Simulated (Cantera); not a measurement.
What does this Cantera script print?

```python
import numpy as np
import cantera as ct

gas_names = """
    H HNO HNO2 HNO3 HO2 H2 H2O H2O2 N NH NH2 NH3 NH2OH NO NO2 NO3 N2 N2H2 N2H4 N2O O OH O2 O3 Si SiH
    SiH2 SiH3 SiH4 SiN SiO SiO2 Si2 Si2N Si3
""".split()
cond_names = """
    H2O(s) H2O(L) Si(cr) Si(L) SiO2(Lqz) SiO2(hqz) SiO2(L) Si2N2O(s) Si3N4(a)
""".split()


# ... load() reads the species with a 1 bar reference pressure and builds the phases ...
atoms = {
    'Si3N4': {'Si': 3, 'N': 4},
    'H2O': {'H': 2, 'O': 1},
    'N2': {'N': 2},
}
top_T = {'Si2N2O(s)': 2100, 'Si3N4(a)': 2400}  # K; cautious upper limits of use, not melting points


# ... equilibrate(T, P, feed) seeds the gas with the atoms and calls Mixture.equilibrate('TP', solver="vcs", rtol=1e-11, max_steps=5000) ...
results = []
T = 1523.15  # K
P = 9300  # Pa
for m in [0.35, 0.4, 0.45, 0.51, 0.58, 0.65, 0.74, 0.84, 0.96, 1.1, 1.2, 1.4, 1.6]:
    feed = {'Si3N4': 1, 'H2O': m, 'N2': 110}  # mol
    mix = equilibrate(T, P, feed)
    results.append((T, P, feed, dict(zip(mix.species_names, mix.species_moles))))

top = {s: max(r[3][s] / sum(r[3][g] for g in gas_names) for r in results) for s in gas_names}
cols = sorted((s for s in top if top[s] > 1e-05), key=lambda s: -top[s])[:9]
seen = [c for c in cond_names if any(r[3].get(c, 0) > 1e-12 for r in results)]
print("log10 of partial pressures in bar; condensed amounts in mol")
print(f"{'n(H2O)':>10s}" + "".join(f"{s[:9]:>10s}" for s in cols + seen))
for T, P, feed, n in results:
    ng = sum(n[g] for g in gas_names)
    print(f"{feed['H2O']:10.4g}" + "".join(f"{np.log10(max(n[s] / ng * P / 1e5, 1e-99)):10.3f}" for s in cols)
          + "".join(f"{n.get(c, 0):10.4g}" for c in seen))
```

Result:

```
log10 of partial pressures in bar; condensed amounts in mol
    n(H2O)        N2        H2       SiO SiO2(hqz) Si2N2O(s)  Si3N4(a)
      0.35    -1.033    -3.531    -6.854         0    0.3498    0.7667
       0.4    -1.033    -3.473    -6.854         0    0.3998    0.7334
      0.45    -1.033    -3.422    -6.854         0    0.4498    0.7001
      0.51    -1.034    -3.368    -6.854         0    0.5098    0.6601
      0.58    -1.034    -3.313    -6.854         0    0.5798    0.6134
      0.65    -1.034    -3.264    -6.854         0    0.6498    0.5667
      0.74    -1.034    -3.208    -6.854         0    0.7398    0.5067
      0.84    -1.035    -3.153    -6.854         0    0.8398    0.4401
      0.96    -1.035    -3.096    -6.854         0    0.9598    0.3601
       1.1    -1.036    -3.037    -6.853         0       1.1    0.2667
       1.2    -1.036    -3.000    -6.853         0       1.2    0.2001
       1.4    -1.037    -2.934    -6.853         0       1.4   0.06672
       1.6    -1.038    -2.877    -5.042   0.06262     1.463         0
```

Method: chemical equilibrium by Gibbs-energy minimisation in Cantera with the NASA 1993 tables (ideal gas, pure condensed phases). Mutual solubility and eutectic melting of coexisting phases are not modelled. The tables hold silica as quartz up to 1696 K and as liquid above; real silica turns to tridymite and cristobalite and melts near 1996 K.
